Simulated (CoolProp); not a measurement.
Saturation properties of C2F6 (R116) (Tc = 19.9 °C, pc = 3.048 MPa, ω = 0.257).

Model: reference Helmholtz-energy equation of state, Lemmon 2006, in CoolProp. It is a short technical equation, of lower accuracy than the large ones.

```csv
T (°C),p (MPa),liquid density (kg/m³),enthalpy of vaporisation (kJ/kg),vapour viscosity (µPa s)
-42.05,0.5015,1430,98.81,10.7
-36.85,0.6043,1401,95.59,11.0
-31.65,0.7221,1370,92.16,11.3
-26.45,0.8561,1338,88.47,11.6
-21.25,1.008,1304,84.49,11.9
-16.05,1.178,1268,80.16,12.3
-10.85,1.370,1229,75.40,12.8
-5.75,1.579,1187,70.20,13.4
-0.55,1.817,1139,64.18,14.2
4.65,2.082,1085,57.17,15.2
9.85,2.376,1018,48.55,16.9
```

It boils at -78.1 °C under 1 atm.

Viscosity comes from a separate model (Huber 2003), an estimate that may be off by 10 % or more.
